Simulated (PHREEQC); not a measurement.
Synthetic water in mg/L, 25 °C, pH 6.89, pe 9.1:

```csv
constituent,mg/L
Na,97.3
K,121
Ca,54.8
Mg,21.7
Cl,311
S(6) as SO4,87
Alkalinity as HCO3,109
Ni,19.5
B,0.0663
Li,0.0336
Cu(2),10.9
```

Valence states are taken as typed.

All values are PHREEQC results (ion-association model, wateq4f.dat), not measurements.

- ionic strength: 0.0147 mol/kgw
- charge-balance error: 2.1 %

| species | molality | activity | log γ |
|---|---|---|---|
| Cl- | 0.00878 | 0.00775 | -0.054 |
| Na+ | 0.00422 | 0.00375 | -0.052 |
| K+ | 0.00309 | 0.00273 | -0.054 |
| Ca+2 | 0.00128 | 0.000802 | -0.204 |
| HCO3- | 0.00114 | 0.00102 | -0.051 |
| Mg+2 | 0.000829 | 0.000523 | -0.200 |
| SO4-2 | 0.000747 | 0.000464 | -0.207 |
| CO2 | 0.000294 | 0.000295 | 0.001 |
| NiCO3 | 0.000196 | 0.000197 | 0.001 |
| Ni+2 | 0.000117 | 7.17e-5 | -0.212 |
| CaSO4 | 7.39e-5 | 7.42e-5 | 0.001 |
| CuCO3 | 5.81e-5 | 5.83e-5 | 0.001 |
| MgSO4 | 5.67e-5 | 5.69e-5 | 0.001 |
| Cu+2 | 4.64e-5 | 2.93e-5 | -0.200 |

This is a speciation only: nothing precipitates in the calculation. The solution is supersaturated, for example in Malachite, Atacamite, so a real one may precipitate; this is no full list. The database's constant for dissolved Cu(OH)2 is higher than later reviews accept. The database's nickel carbonate constants are estimates that later reviews lower a good deal.
